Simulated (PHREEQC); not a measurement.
Consider water at 20 °C with 6.1 mmol/kgw Na2S, 53 mmol/kgw NaHCO3 and 0.87 mmol/kgw ZnCl2. Closed to the air; pH follows from the charge balance.

All values are PHREEQC results (ion-association model, phreeqc.dat), not measurements.

The ionic strength comes out as 0.0668 mol/kgw. What activity coefficients do HCO3-, OH-, Na+, CO3-2, Cl- get?

HCO3- 0.81, OH- 0.79, Na+ 0.81, CO3-2 0.44, Cl- 0.80.

This is a speciation only: nothing precipitates in the calculation. Saturation is exceeded, for instance for Sphalerite (slow to form); the values hold only as long as no solid forms.
